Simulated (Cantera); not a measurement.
Feed: 1 mol S, 0.035 mol H2, 0.12 mol O2, held at 2923 K and 2.93 Torr.

Equilibrium computed with Cantera from the NASA thermochemical tables; the gas is ideal and each condensed phase is pure. Candidate condensed phases: H2O, H2SO4, S; 19 gas species. Equilibrium is a limit: real reactors are often held back by kinetics, nucleation or transport.

Base state: S 0.678, SO 0.155, H 0.0602, O 0.0493, S2 0.0445, SO2 0.00761, SH 0.00184, O2 0.00127 (mole fractions); condensed: gas only.

### Question
What changes in the equilibrium state with this change: O2 from 0.12 to 0.075 mol?

### Answer
```json
[
 {"species": "S", "before": "0.678", "after": "0.741"},
 {"species": "SO", "before": "0.155", "after": "0.105"},
 {"species": "H", "before": "0.0602", "after": "0.0622"},
 {"species": "O", "before": "0.0493", "after": "0.0305"},
 {"species": "S2", "before": "0.0445", "after": "0.0532"},
 {"species": "O2", "before": "0.00127", "after": "0.000487"},
 {"species": "SO2", "before": "0.00761", "after": "0.00319"},
 {"species": "OH", "before": "0.00122", "after": "0.000779"},
 {"species": "H2O", "before": "5.97e-5", "after": "3.94e-5"}
]
```

### Question
What changes in the equilibrium state with this change: S replaced by HBr?

### Answer
```
species    before    after
-------  --------  -------
Br              0    0.457
H          0.0602    0.390
O          0.0493   0.0856
S           0.678        0
SO          0.155        0
S2         0.0445        0
H2       0.000921   0.0386
OH        0.00122   0.0137
SO2       0.00761        0
HBr             0  0.00717
```
Further candidate phases: Br2.
